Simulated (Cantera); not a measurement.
## Thermodynamics of aluminium nitride and oxide growth, feed Al + NH3 + N2 + O2

Charge: 1 mol Al, 18 mol NH3, 27 mol N2, 0.025 mol O2, held at 1.00 bar.

Equilibrium computed with Cantera from the NASA thermochemical tables; the gas is ideal and each condensed phase is pure. Candidate condensed phases: Al, AlN, Al2O3, H2O; 35 gas species. Mutual solubility and eutectic melting of coexisting phases are not modelled. The tables' values for AlOH are old estimates; treat these amounts as uncertain. Condensed phases not in the tables: aluminium oxynitride. Rates play no part.

```csv
T (°C),x N2,x H2,x H,x Al,x Al2O,x AlH,n AlN(s),n Al2O3(s)
1250,0.568,0.432,1.52e-5,1.77e-10,2.85e-12,1.29e-10,0.967,0.0165
1350,0.568,0.432,4.54e-5,3.92e-9,1.48e-10,1.99e-9,0.967,0.0163
1450,0.568,0.432,0.000120,6.01e-8,4.79e-9,2.24e-8,0.968,0.0162
1550,0.568,0.432,0.000285,6.80e-7,1.05e-7,1.91e-7,0.968,0.0160
1650,0.568,0.431,0.000619,5.95e-6,1.65e-6,1.30e-6,0.968,0.0157
1750,0.568,0.431,0.00125,4.19e-5,1.96e-5,7.32e-6,0.964,0.0149
1850,0.567,0.430,0.00235,0.000245,0.000183,3.48e-5,0.937,0.0109
1950,0.566,0.427,0.00419,0.00122,0.000719,0.000143,0.822,0
```
x: gas mole fraction; n: condensed amount in mol.

From 1250 °C to 1850 °C the condensed part is AlN(s) + Al2O3(s). At 1950 °C the condensed part is AlN(s).
